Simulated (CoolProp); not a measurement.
Vapour-liquid equilibrium of ethylbenzene (1) + n-nonane (2) at 391.3 K; x and y are mole fractions of (1).

The numbers come from the multi-fluid Helmholtz-energy mixture model, Zhou 2012 and Lemmon 2006; pair parameters Bell 2016 in CoolProp.

```tsv
x	bubble pressure (kPa)	y at the bubble point	dew pressure at overall composition x (kPa)	liquid density (mol/L)
0.05	40.75	0.087	40.04	5.056
0.125	43.15	0.203	41.51	5.184
0.2	45.43	0.305	43.08	5.318
0.275	47.59	0.395	44.74	5.459
0.35	49.59	0.474	46.49	5.608
0.425	51.45	0.546	48.34	5.765
0.5	53.15	0.612	50.25	5.931
0.575	54.70	0.673	52.20	6.106
0.65	56.11	0.730	54.14	6.292
0.725	57.39	0.786	55.99	6.489
0.8	58.52	0.842	57.68	6.698
0.875	59.52	0.899	59.12	6.922
0.95	60.36	0.958	60.26	7.160
```

No azeotrope shows between x = 0.05 and 0.95.

The pair parameters rest on a limited set of measurements; away from them the model extrapolates.
